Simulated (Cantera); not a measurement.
A Cantera script and what it prints.

```python
import numpy as np
import cantera as ct

gas_names = """
    CL CL2 Cs CsCL Cs2 Cs2CL2 H HCL H2
""".split()
cond_names = """
    Cs(cr) Cs(L) CsCL(a) CsCL(b) CsCL(L)
""".split()


# ... load() reads the species with a 1 bar reference pressure and builds the phases ...
atoms = {
    'CsCl': {'Cs': 1, 'CL': 1},
    'H2': {'H': 2},
}
top_T = {}  # K; cautious upper limits of use, not melting points


# ... equilibrate(T, P, feed) seeds the gas with the atoms and calls Mixture.equilibrate('TP', solver="vcs", rtol=1e-11, max_steps=5000) ...
results = []
feed = {'CsCl': 1, 'H2': 150}  # mol
T = 1750  # K
for P in [0.1, 0.56, 3.2, 18, 100, 560, 3200, 18000, 100000]:
    mix = equilibrate(T, P, feed)
    results.append((T, P, feed, dict(zip(mix.species_names, mix.species_moles))))
    x = sorted(zip(gas.X, gas.species_names), reverse=True)
    print(f"T = {T:g} K  P = {P:g} Pa  gas = {mix.phase_moles(0):.4g} mol")
    print("   x: " + "  ".join(f"{s} {v:.3e}" for v, s in x if v > 1e-06))
    print("   condensed (mol): " + ("  ".join(f"{mix.phase(i).name} {mix.phase_moles(i):.4g}"
          for i in range(1, mix.n_phases) if mix.phase_moles(i) > 1e-12) or "none"))
```

Result:

```
T = 1750 K  P = 0.1 Pa  gas = 168.9 mol
   x: H2 7.833e-01  H 2.058e-01  Cs 4.943e-03  HCL 4.110e-03  CsCL 9.791e-04  CL 8.330e-04
   condensed (mol): none
T = 1750 K  P = 0.56 Pa  gas = 158.8 mol
   x: H2 8.963e-01  H 9.304e-02  Cs 4.393e-03  HCL 4.068e-03  CsCL 1.906e-03  CL 3.257e-04
   condensed (mol): none
T = 1750 K  P = 3.2 Pa  gas = 154.4 mol
   x: H2 9.499e-01  H 4.007e-02  Cs 3.515e-03  HCL 3.404e-03  CsCL 2.963e-03  CL 1.108e-04
   condensed (mol): none
T = 1750 K  P = 18 Pa  gas = 152.5 mol
   x: H2 9.737e-01  H 1.711e-02  CsCL 3.935e-03  Cs 2.622e-03  HCL 2.587e-03  CL 3.506e-05
   condensed (mol): none
T = 1750 K  P = 100 Pa  gas = 151.7 mol
   x: H2 9.842e-01  H 7.297e-03  CsCL 4.723e-03  Cs 1.869e-03  HCL 1.858e-03  CL 1.063e-05
   condensed (mol): none
T = 1750 K  P = 560 Pa  gas = 151.3 mol
   x: H2 9.890e-01  CsCL 5.319e-03  H 3.091e-03  Cs 1.289e-03  HCL 1.286e-03  CL 3.099e-06
   condensed (mol): none
T = 1750 K  P = 3200 Pa  gas = 151.2 mol
   x: H2 9.912e-01  CsCL 5.749e-03  H 1.294e-03  Cs 8.665e-04  HCL 8.656e-04
   condensed (mol): none
T = 1750 K  P = 18000 Pa  gas = 151.1 mol
   x: H2 9.923e-01  CsCL 6.041e-03  Cs 5.767e-04  HCL 5.765e-04  H 5.461e-04
   condensed (mol): none
T = 1750 K  P = 100000 Pa  gas = 151 mol
   x: H2 9.928e-01  CsCL 6.231e-03  Cs 3.815e-04  HCL 3.815e-04  H 2.317e-04  Cs2CL2 3.810e-06
   condensed (mol): none
```

These are equilibrium values from Cantera (NASA tables, ideal gas, pure condensed phases), not measurements of a reactor.
